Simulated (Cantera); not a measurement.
**Reactions in the system Ca-F-N-O**

Standard-state values (1 bar) from the NASA 1993 polynomials, evaluated with Cantera. Values are per mole of reaction as written; species without (g) are pure solids or liquids, kept so even where they would boil at 1 bar.

6 CaF2 + 3 NO2(g) + N(g) = 6 CaO + 4 NF3(g)

```
T (K)  ΔH° (kJ)  ΔS° (J/K)  ΔG° (kJ)  log10 K
-----  --------  ---------  --------  -------
300      2442.7      -13.0    2446.6  -425.98
423      2434.5      -36.0    2449.8  -302.50
573      2427.7      -49.9    2456.3  -223.91
723      2422.0      -58.7    2464.5  -178.05
873      2414.3      -68.4    2474.0  -148.03
1023     2403.6      -79.7    2485.1  -126.89
1173     2389.8      -92.2    2498.0  -111.23
1323     2372.4     -106.1    2512.8   -99.21
1473     2317.3     -145.0    2530.9   -89.75
```
